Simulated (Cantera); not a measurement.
Feed: 1 mol SiHCl3, 0.7 mol C2H2, a varied amount of H2, held at 2125 K and 0.140 bar.

Cantera equilibrium calculation (NASA polynomials, part measured and part estimated; ideal gas, pure solids and liquids). Candidate condensed phases: C, C6H6, C7H8, C8H18, Si, SiC; 109 gas species. The tables' values for SiCl are old estimates; treat these amounts as uncertain. Gases not in the tables: Si2H6 and higher silanes. Equilibrium is a limit: real reactors are often held back by kinetics, nucleation or transport.

**Question.** At 56 mol H2, list the 6 most abundant gas species with their mole fractions, and the condensed phases.

**Answer.** H2 0.938, HCl 0.0495, H 0.00940, C2H2 (acetylene) 0.00157, SiCl2 0.000461, Cl 0.000364. Condensed: C(graphite) + SiC(s).
